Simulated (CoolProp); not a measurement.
Ethanol along the isotherm 110.55 °C: Z from the reference equation and from simpler models built on Tc = 241.6 °C, pc = 6.268 MPa, ω = 0.644; each cubic takes its own stable root.

The numbers come from the reference Helmholtz-energy equation of state, Schroeder 2014 in CoolProp.

| p (MPa) | phase | reference | van der Waals | Redlich-Kwong | Soave-Redlich-Kwong | Peng-Robinson |
|---|---|---|---|---|---|---|
| 0.0496 | gas | 0.9899 | 0.9953 | 0.9938 | 0.9922 | 0.9918 |
| 0.102 | gas | 0.9791 | 0.9903 | 0.9873 | 0.9838 | 0.9831 |
| 0.209 | gas | 0.9561 | 0.9799 | 0.9736 | 0.9663 | 0.9649 |
| 0.429 | liquid | 0.008821 | 0.9579 | 0.9445 | 0.01055 | 0.009328 |
| 0.881 | liquid | 0.01809 | 0.9093 | 0.8791 | 0.02164 | 0.01914 |
| 1.81 | liquid | 0.03709 | 0.07074 | 0.04908 | 0.04436 | 0.03925 |
| 3.72 | liquid | 0.07591 | 0.1428 | 0.09990 | 0.09077 | 0.08036 |
| 7.63 | liquid | 0.1544 | 0.2848 | 0.2013 | 0.1846 | 0.1636 |
| 15.7 | liquid | 0.3130 | 0.5628 | 0.4022 | 0.3742 | 0.3323 |

At some of these states van der Waals, Redlich-Kwong gives the other phase, because its saturation line lies elsewhere.
